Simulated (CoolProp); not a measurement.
The fluid at 371.39 K and 14.8 MPa (stagnation) flows isentropically through a choked orifice. The same conditions are run with several fluids, on thermodynamics alone (safety and materials aside).

The numbers come from the reference Helmholtz-energy equation of state of each fluid (ethane: Bücker 2006; carbon dioxide: Span 1996; R410A: Lemmon 2003; oxygen: Schmidt 1985; nitrogen: Span 2000) in CoolProp. Blends and air are pseudo-pure fits.

### Question
Rank ethane, carbon dioxide, R410A, oxygen, nitrogen by throat to inlet pressure ratio, highest first.

### Answer
carbon dioxide (0.535), ethane (0.528), oxygen (0.513), nitrogen (0.507), R410A (0.383)

```
fluid           mass flux (kg/(m² s))  throat temperature (K)
--------------  ---------------------  ----------------------
ethane                          45700                   337.8
carbon dioxide                  49000                   321.9
R410A                          103000                   348.4
oxygen                          33600                   305.7
nitrogen                        31000                   304.2
```

Above 300 K oxygen's equation is extrapolated.
